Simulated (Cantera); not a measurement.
**Diamond growth**

A diamond (100) surface in a fixed gas of H2 with x(CH4) = 0.0069, x(H) = 0.014, at 1025 K, 203 Torr; coverages are run to steady state.

Computed with Cantera and the Harris–Goodwin 1993 mechanism for the reconstructed diamond (100) surface.

```
x(CH3)   growth (µm/h)  θ c6HH  θ c6H*  θ c6*H   θ c6**    θ c6HM
-------  -------------  ------  ------  ------  -------  --------
1e-06            0.160   0.574  0.0214   0.393   0.0117   3.52e-5
2.9e-06          0.465   0.574  0.0214   0.393   0.0117  0.000102
8.2e-06           1.31   0.574  0.0214   0.392   0.0117  0.000289
2.4e-05           3.84   0.574  0.0214   0.392   0.0117  0.000845
6.8e-05           10.9   0.572  0.0213   0.391   0.0117   0.00239
0.00019           30.1   0.569  0.0212   0.389   0.0116   0.00663
0.00056           87.0   0.559  0.0208   0.382   0.0113    0.0191
0.0016             235   0.534  0.0198   0.363   0.0106    0.0517
0.0046             585   0.473  0.0174   0.320  0.00885     0.129
```
θ: site fractions in the mechanism's names (c6HH fully hydrogenated, c6H* and c6*H radical sites, c6** diradical, c6HM methylated).
